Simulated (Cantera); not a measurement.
A Cantera script and what it prints.

```python
import numpy as np
import cantera as ct

gas_names = [...]  # 113 gases of nasa_gas.yaml made of C, H, O, Ti
cond_names = """
    C(gr) C6H6(L) C7H8(L) C8H18(L),n-octa H2O(s) H2O(L) Ti(a) Ti(b) Ti(L) TiC(s) TiC(L) TiO(a) TiO(b)
    TiO(L) TiO2(ru) TiO2(L) Ti2O3(a) Ti2O3(b) Ti2O3(L) Ti3O5(a) Ti3O5(b) Ti3O5(L) Ti4O7(s) Ti4O7(L)
""".split()


# ... load() reads the species with a 1 bar reference pressure and builds the phases ...
atoms = {
    'Ti(OiPr)4': {'Ti': 1, 'C': 12, 'H': 28, 'O': 4},
    'H2O': {'H': 2, 'O': 1},
    'H2': {'H': 2},
}
top_T = {'C(gr)': 4500}  # K; cautious upper limits of use, not melting points


# ... equilibrate(T, P, feed) seeds the gas with the atoms and calls Mixture.equilibrate('TP', solver="vcs", rtol=1e-11, max_steps=5000) ...
results = []
feed = {'Ti(OiPr)4': 1, 'H2O': 0.44, 'H2': 5.9}  # mol
T = 1823.15  # K
P = 8400  # Pa
mix = equilibrate(T, P, feed)
results.append((T, P, feed, dict(zip(mix.species_names, mix.species_moles))))
print(gas.report(threshold=1e-05))
for i in range(1, mix.n_phases):
    print(f"{mix.phase(i).name:16s} {mix.phase_moles(i):12.5e} mol")
```

It prints:

```
       temperature   1823.2 K
          pressure   8400 Pa
           density   0.0036983 kg/m^3
  mean mol. weight   6.6739 kg/kmol
   phase of matter   gas

                          1 kg             1 kmol
                     ---------------   ---------------
          enthalpy        4.2127e+06        2.8115e+07  J
   internal energy        1.9414e+06        1.2957e+07  J
           entropy             33331        2.2245e+05  J/K
    Gibbs function       -5.6554e+07       -3.7744e+08  J
 heat capacity c_p            5094.5             34000  J/K
 heat capacity c_v            3848.7             25686  J/K

                      mass frac. Y      mole frac. X     chem. pot. / RT
                     ---------------   ---------------   ---------------
               CH4        9.6678e-05        4.0218e-05           -46.303
                CO            0.7515           0.17906            -38.88
    C2H2,acetylene        0.00067647        0.00017339           -27.009
                 H        0.00020462         0.0013548           -10.933
                H2           0.24751           0.81937           -21.866
     [ +108 minor]        1.3911e-05        4.9439e-06

C(gr)             6.55044e+00 mol
Ti(b)             0.00000e+00 mol
TiC(s)            1.00000e+00 mol
TiO(b)            0.00000e+00 mol
TiO2(ru)          0.00000e+00 mol
Ti2O3(b)          0.00000e+00 mol
Ti3O5(b)          0.00000e+00 mol
Ti4O7(s)          0.00000e+00 mol
```

Equilibrium computed with Cantera from the NASA thermochemical tables; the gas is ideal and each condensed phase is pure. The feed counts by its element totals alone. TiC: taken at fixed stoichiometry.
